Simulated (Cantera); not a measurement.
Charge: 1 mol B, 0.14 mol H2O, 1.9 mol N2, at 750 Torr.

Equilibrium computed with Cantera from the NASA thermochemical tables; the gas is ideal and each condensed phase is pure. Candidate condensed phases: B, BN, B2O3, B3O3H3, H2O; 39 gas species. N2 is the only nitrogen source here; it is nearly inert below about 1500 K, so the nitride shown seldom forms there in practice. Mutual solubility and eutectic melting of coexisting phases are not modelled. Gases not in the tables: H3BO3. The numbers say what is thermodynamically allowed, not how fast it happens. All values below are at 1250 K.

Base state: N2 0.912, H2 0.0875, H2O 0.000739, HBO2 4.47e-5 (mole fractions); condensed: BN(s) + B2O3(l).

What changes in the equilibrium state with this change: H2O from 0.14 to 0.41 mol?


```csv
species,before,after
N2,0.912,0.789
H2,0.0875,0.209
H2O,0.000739,0.00168
HBO2,4.47e-5,6.75e-5
NH3,3.77e-6,1.30e-5
"BN(s), mol",0.907,0.729
"B2O3(l), mol",0.0462,0.135
```
